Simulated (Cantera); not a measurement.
A Cantera script and what it prints.

```python
import numpy as np
import cantera as ct

gas_names = [...]  # 109 gases of nasa_gas.yaml made of C, Cl, H, Si
cond_names = """
    C(gr) C6H6(L) C7H8(L) C8H18(L),n-octa Si(cr) Si(L) SiC(b)
""".split()


# ... load() reads the species with a 1 bar reference pressure and builds the phases ...
atoms = {
    'Si(CH3)4': {'Si': 1, 'C': 4, 'H': 12},
    'C2H2': {'C': 2, 'H': 2},
    'H2': {'H': 2},
    'HCl': {'H': 1, 'CL': 1},
}
top_T = {'C(gr)': 4500, 'SiC(b)': 3050}  # K; cautious upper limits of use, not melting points


# ... equilibrate(T, P, feed) seeds the gas with the atoms and calls Mixture.equilibrate('TP', solver="vcs", rtol=1e-11, max_steps=5000) ...
results = []
feed = {'Si(CH3)4': 1, 'C2H2': 0.0079, 'H2': 15, 'HCl': 0.09}  # mol
T = 1050  # K
P = 1000  # Pa
mix = equilibrate(T, P, feed)
results.append((T, P, feed, dict(zip(mix.species_names, mix.species_moles))))
print(gas.report(threshold=1e-05))
for i in range(1, mix.n_phases):
    print(f"{mix.phase(i).name:16s} {mix.phase_moles(i):12.5e} mol")
```

Result:

```
       temperature   1050 K
          pressure   1000 Pa
           density   0.00024867 kg/m^3
  mean mol. weight   2.171 kg/kmol
   phase of matter   gas

                          1 kg             1 kmol
                     ---------------   ---------------
          enthalpy        1.0031e+07        2.1778e+07  J
   internal energy          6.01e+06        1.3047e+07  J
           entropy             95148        2.0656e+05  J/K
    Gibbs function       -8.9874e+07       -1.9511e+08  J
 heat capacity c_p             14018             30433  J/K
 heat capacity c_v             10188             22119  J/K

                      mass frac. Y      mole frac. X     chem. pot. / RT
                     ---------------   ---------------   ---------------
               CH4           0.00419          0.000567            -46.07
               HCL          0.071678         0.0042682           -45.038
                H2           0.92413           0.99516           -22.238
     [ +106 minor]        1.6915e-06        1.2296e-07

C(gr)             3.00384e+00 mol
Si(cr)            0.00000e+00 mol
SiC(b)            9.99999e-01 mol
```

Cantera equilibrium calculation (NASA polynomials, part measured and part estimated; ideal gas, pure solids and liquids).
